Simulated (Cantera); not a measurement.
A closed system holds: 1 mol SiH₂Cl₂, 4.2 mol N₂, 17 mol H₂, equilibrated at 133 Pa.

Method: chemical equilibrium by Gibbs-energy minimisation in Cantera with the NASA 1993 tables (ideal gas, pure condensed phases). Candidate condensed phases: NH₄Cl, Si, Si₃N₄; 28 gas species. N₂ is the only nitrogen source here; it is nearly inert below about 1500 K, so the nitride shown seldom forms there in practice. The numbers say what is thermodynamically allowed, not how fast it happens.

Over these rows the condensed part is Si₃N₄(s). Partial pressures as log10 of bar:

| T (K) | 1000/T (1/K) | log p SiCl₂ | log p H₂ | log p N₂ | log p HCl |
|---|---|---|---|---|---|
| 1100 | 0.9091 | -8.11 | -3.00 | -3.68 | -3.93 |
| 1150 | 0.8696 | -7.56 | -3.00 | -3.68 | -3.93 |
| 1200 | 0.8333 | -7.06 | -3.00 | -3.68 | -3.93 |
| 1250 | 0.8000 | -6.61 | -3.00 | -3.68 | -3.93 |
| 1300 | 0.7692 | -6.19 | -3.00 | -3.68 | -3.93 |
| 1350 | 0.7407 | ? | -3.00 | -3.68 | -3.94 |

Fit log p(SiCl₂) = a + b·(1000/T) to the five rows, give the apparent enthalpy, and predict the row at 1350 K.

Means: 1000/T = 0.8362, log p = -7.106. Sxy = -0.167816, Sxx = 0.0122378, so b = -13.71 and a = -7.106 − (-13.71)×0.8362 = 4.36.
Apparent enthalpy: −19.145 × (-13.71) = 262 kJ/mol. With the condensed phases at unit activity, 1/3 Si₃N₄(s) + 2 HCl(g) = SiCl₂(g) + H₂(g) + 2/3 N₂(g) links this pressure to the main gases: over the six rows their terms move log p by -0.02 in all, so the slope is close to that reaction's ΔH°. The five rows lie within 0.01 of the line.
Prediction at 1350 K: 4.36 + (-13.71)×0.7407 = -5.79. The computed value is -5.82, 0.03 from the line.
